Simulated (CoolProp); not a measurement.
Vapour-liquid equilibrium of cyclopentane (1) + octamethylcyclotetrasiloxane (D4) (2) at 390.1 K; x and y are mole fractions of (1).

Values from CoolProp's multi-fluid Helmholtz-energy mixture model, Gedanitz 2015 and Thol 2015; pair parameters Bell 2016.

```csv
x,"bubble pressure, mixture model (kPa)","bubble pressure, Raoult's law (kPa)","y, mixture model","y, Raoult's law"
0.05,34.89,46.57,0.532,0.656
0.125,63.80,91.09,0.759,0.838
0.2,95.22,135.6,0.850,0.900
0.275,129.3,180.1,0.898,0.932
0.35,166.4,224.7,0.928,0.951
0.425,206.4,269.2,0.948,0.964
0.5,249.8,313.7,0.962,0.973
0.575,296.4,358.2,0.973,0.980
0.65,346.5,402.8,0.981,0.985
0.725,400.0,447.3,0.987,0.990
0.8,456.6,491.8,0.992,0.993
0.875,515.3,536.3,0.996,0.996
0.95,573.8,580.9,0.999,0.999
```

The largest gap from Raoult's law is -30.0 % in bubble pressure, at x = 0.125. No azeotrope shows between x = 0.05 and 0.95.

Pair parameters are fitted to limited data, so mixtures are less certain than the pure fluids.
